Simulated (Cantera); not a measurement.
A perfectly stirred reactor is fed with 7.84 % CH4, 0.862 % CO, 19.2 % O2, 72.1 % N2, equivalence ratio 0.84, at 23000 Pa; it is adiabatic with a 375 K inlet, and is followed from long to short residence time, starting on the burning branch (τ in s: 0.099, 0.046, 0.021, 0.01, 0.0046, 0.0022, 0.001, 0.00047, 0.00022, 0.0001, 4.7e-05).

Cantera simulation using GRI-Mech 3.0 (53 species, 325 reactions); the numbers are that mechanism's predictions, not measurements.

One state of this run: T (K) = 1632; x CH4 = 0.000885; x CO = 0.0331; x O2 = 0.0525; x HCO = 1.68e-5; x HO2 = 1.20e-5; x C2H4 = 6.10e-7; x NO = 8.47e-6. x: mole fraction; the columns are a selection and need not sum to one.

**Question.** Which value of τ (s) does it belong to?
A. 0.00047
B. 0.0010
C. 0.0022
D. 0.099

**Answer.** A, 0.00047
